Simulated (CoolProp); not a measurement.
Vapour-liquid equilibrium of CHF3 (R23) (1) + R11 (2) at -29.75 °C; x and y are mole fractions of (1).

Values from CoolProp's multi-fluid Helmholtz-energy mixture model, Penoncello 2003 and Jacobsen 1992; pair parameters Bell 2016.

```csv
x,"bubble pressure, mixture model (kPa)","bubble pressure, Raoult's law (kPa)","y, mixture model","y, Raoult's law"
0.05,?,59.65,?,0.852
0.15,427.0,160.3,0.977,0.951
0.25,617.4,261.0,?,0.973
0.35,732.9,361.6,0.987,0.983
0.45,?,462.3,0.988,0.989
0.55,815.1,563.0,0.988,0.993
0.65,829.0,663.6,0.989,0.995
0.75,849.7,764.3,0.989,0.997
0.85,?,865.0,?,0.998
0.95,963.6,965.6,?,1.000
```

Task: What belongs in the gaps?

Result: 
- 0.05, bubble pressure, mixture model (kPa): 162.4
- 0.05, y, mixture model: 0.942
- 0.25, y, mixture model: 0.984
- 0.45, bubble pressure, mixture model (kPa): 790.6
- 0.85, bubble pressure, mixture model (kPa): 890.7
- 0.85, y, mixture model: 0.991
- 0.95, y, mixture model: 0.996

The largest gap from Raoult's law is +172.3 % in bubble pressure, at x = 0.05. No azeotrope shows between x = 0.05 and 0.95.

Pair parameters are fitted to limited data, so mixtures are less certain than the pure fluids. With so large a gap from Raoult's law the liquid may split in two, which this calculation doesn't test in full.
